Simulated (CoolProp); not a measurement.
Vapour-liquid equilibrium of p-xylene (1) + n-decane (2) at 302 K; x and y are mole fractions of (1).

Values from CoolProp's multi-fluid Helmholtz-energy mixture model, Zhou 2012 and Lemmon 2006; pair parameters Bell 2016.

```csv
x,"bubble pressure, mixture model (MPa)","bubble pressure, Raoult's law (MPa)","y, mixture model","y, Raoult's law"
0.05,…,0.0002986,0.284,0.245
0.2,…,0.0004826,…,0.607
0.35,0.0007228,0.0006667,0.780,0.769
0.5,0.0009002,0.0008508,…,0.861
0.65,…,0.001035,…,0.920
0.8,…,0.001219,0.955,0.961
0.95,…,0.001403,0.990,0.992
```

Q: Some entries are withheld; supply them.

A: 
- 0.05, bubble pressure, mixture model (MPa): 0.0003152
- 0.2, bubble pressure, mixture model (MPa): 0.0005302
- 0.2, y, mixture model: 0.639
- 0.5, y, mixture model: 0.860
- 0.65, bubble pressure, mixture model (MPa): 0.001069
- 0.65, y, mixture model: 0.914
- 0.8, bubble pressure, mixture model (MPa): 0.001236
- 0.95, bubble pressure, mixture model (MPa): 0.001406

The largest gap from Raoult's law is +9.9 % in bubble pressure, at x = 0.2. No azeotrope shows between x = 0.05 and 0.95.

The pair parameters rest on a limited set of measurements; away from them the model extrapolates.
